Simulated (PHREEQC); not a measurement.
Dissolve 0.063 mol/kgw HCl, 0.056 mol/kgw AlCl3 and 0.018 mol/kgw CuCl2 at 25 °C. Closed to the air; pH follows from the charge balance.

The numbers come from PHREEQC with the ion-association model, phreeqc.dat.

Each row changes one thing in this solution. This is a speciation only: nothing precipitates in the calculation.

| case | pH | AlOH+2 (mol/kgw) | Al(OH)2+ (mol/kgw) | SI of Gibbsite (Al(OH)3) |
|---|---|---|---|---|
| as made | 1.31 | 4.47e-6 | 2.45e-10 | -6.46 |
| AlCl3 from 0.056 to 0.084 mol/kgw | 1.32 | 6.65e-6 | 3.41e-10 | -6.32 |
| HCl replaced by KCl at the same molality | 3.39 | 0.000525 | 3.41e-6 | -0.24 |
| diluted 100-fold with water | 3.23 | 6.75e-6 | 7.18e-8 | -1.95 |
| HCl left out | 3.38 | 0.000526 | 3.52e-6 | -0.22 |
| CuCl2 left out | 1.31 | 4.49e-6 | 2.52e-10 | -6.44 |

Species that the database lacks are ignored.
